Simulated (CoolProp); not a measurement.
Vapour pressure (MPa) of CHF3 (R23): the reference equation beside estimates from Tc = 26.1 °C, pc = 4.832 MPa, ω = 0.263. Clausius-Clapeyron is anchored at -51.55 °C with a constant enthalpy of vaporisation of 14.81 kJ/mol.

The numbers come from the reference Helmholtz-energy equation of state, Penoncello 2003 in CoolProp.

```csv
T (°C),reference,Lee-Kesler,Clausius-Clapeyron,van der Waals,Redlich-Kwong,Soave-Redlich-Kwong,Peng-Robinson
-62.55,0.2775,0.2777,0.2953,0.9946,0.4414,0.2776,0.2765
-57.05,0.3556,0.3570,0.3662,1.132,0.5459,0.3568,0.3544
-51.55,0.4494,0.4522,0.4494,1.282,0.6668,0.4522,0.4483
-46.05,0.5609,0.5653,0.5460,1.444,0.8057,0.5660,0.5601
-40.55,0.6922,0.6984,0.6573,1.618,0.9636,0.7002,0.6920
-35.05,0.8455,0.8533,0.7845,1.805,1.142,0.8569,0.8462
-29.55,1.023,1.032,0.9289,2.005,1.342,1.039,1.025
-24.15,1.223,1.233,1.089,2.215,1.560,1.243,1.227
-18.65,1.455,1.466,1.271,2.442,1.806,1.481,1.462
```

Absolute difference from the reference over all 9 rows, mean and median: Lee-Kesler 0.7 and 0.8 %, Clausius-Clapeyron 6.3 and 6.4 %, van der Waals 145.7 and 133.7 %, Redlich-Kwong 40.2 and 39.2 %, Soave-Redlich-Kwong 1.0 and 1.2 %, Peng-Robinson 0.2 and 0.2 %.
